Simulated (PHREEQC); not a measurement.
Make-up at 20 °C: 0.07 mol NiSO4, 0.025 mol NiCl2 and 0.00031 mol H2SO4 per kg of water. Closed to the air; pH follows from the charge balance.

Computed with PHREEQC (ion-association model, wateq4f.dat).

No solid was allowed to form.

Question: Order these Ni species by the share of Ni that they hold, largest first: NiCl2, Ni+2, NiSO4, NiCl+.

Answer: Ni+2 (62 %), NiSO4 (35 %), NiCl+ (2.2 %), NiCl2 (0.19 %)

The pH is 3.61 and the ionic strength 0.216 mol/kgw.
